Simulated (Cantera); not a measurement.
Feed: 1 mol Si, 0.98 mol Cl2, 0.79 mol H2, 2.7 mol HCl, held at 800 °C and 0.320 bar.

Method: chemical equilibrium by Gibbs-energy minimisation in Cantera with the NASA 1993 tables (ideal gas, pure condensed phases). The tables' values for SiCl3 are old estimates; treat these amounts as uncertain. Kinetics and transport are ignored.

```csv
species,before,after
HCl,0.200,0.503
H2,0.512,0.259
SiCl4,0.278,0.237
SiH2Cl2,3.20e-5,1.10e-6
SiCl2,4.65e-5,3.16e-6
SiHCl3,0.00874,0.00149
SiCl3,0.000900,0.000216
```
Gas species are given as mole fractions.

Question: Name the change that produced these shifts.
A. Cl2 from 0.98 to 1.7 mol
B. Cl2 from 0.98 to 2.8 mol
C. temperature from 800 °C to 375 °C
D. HCl from 2.7 to 0.52 mol

Answer: A, Cl2 from 0.98 to 1.7 mol
